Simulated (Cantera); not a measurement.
A Cantera script and what it prints.

```python
import numpy as np
import cantera as ct

gas_names = """
    NO2 N B2O2
""".split()
cond_names = """
    BN(s)
""".split()


def load(file, names, dense=False):
    # The tables refer to 1 bar. Condensed volumes are neglected.
    table = {s.name: s for s in ct.Species.list_from_file(file)}
    out = []
    for n in names:
        d = dict(table[n].input_data)
        d["thermo"] = dict(d["thermo"], **{"reference-pressure": 1e5})
        if dense:
            d["equation-of-state"] = {"model": "constant-volume", "density": "1e6 g/cm^3"}
        out.append(ct.Species.from_dict(d))
    return out


species = {s.name: s for s in load("nasa_gas.yaml", gas_names) + load("nasa_condensed.yaml", cond_names)}
# Each term lists the table entries of one substance; the one whose range holds T is used.
reactions = {
    '2 BN + NO2(g) = 3 N(g) + B2O2(g)':
        [(-2, ['BN(s)']), (-1, ['NO2']), (3, ['N']), (1, ['B2O2'])],
}


def pick(names, T):
    return next(species[n] for n in names if species[n].thermo.min_temp <= T <= species[n].thermo.max_temp)


results = []
for label, terms in reactions.items():
    print(label)
    print("     T/K   dH/kJ  dS/(J/K)   dG/kJ   log10 K")
    for T in [1325, 1475, 1625, 1775, 1925, 2075, 2225, 2375, 2525, 2675, 2825]:
        used = [(nu, pick(names, T)) for nu, names in terms]
        dH = sum(nu * s.thermo.h(T) for nu, s in used) / 1e6
        dS = sum(nu * s.thermo.s(T) for nu, s in used) / 1e3
        dG = dH - T * dS / 1e3
        logK = -dG * 1e6 / (ct.gas_constant * T * np.log(10))
        results.append((label, T, dH, dS, dG, logK, [s.name for _, s in used]))
        print(f"{T:8g} {dH:8.1f} {dS:8.1f} {dG:8.1f} {logK:8.2f}")
```

Output:

```
2 BN + NO2(g) = 3 N(g) + B2O2(g)
     T/K   dH/kJ  dS/(J/K)   dG/kJ   log10 K
    1325   1439.1    455.8    835.2   -32.92
    1475   1438.0    455.0    766.9   -27.16
    1625   1436.7    454.2    698.7   -22.46
    1775   1435.3    453.3    630.6   -18.56
    1925   1433.7    452.5    562.7   -15.27
    2075   1432.1    451.7    494.9   -12.46
    2225   1430.5    450.9    427.2   -10.03
    2375   1428.8    450.2    359.6    -7.91
    2525   1427.2    449.5    292.1    -6.04
    2675   1425.5    448.9    224.7    -4.39
    2825   1424.0    448.3    157.5    -2.91
```

Source: NASA polynomial tables (part measured, part estimated), evaluated in Cantera. Condensed species are held in their standard states even where they would react or evaporate.
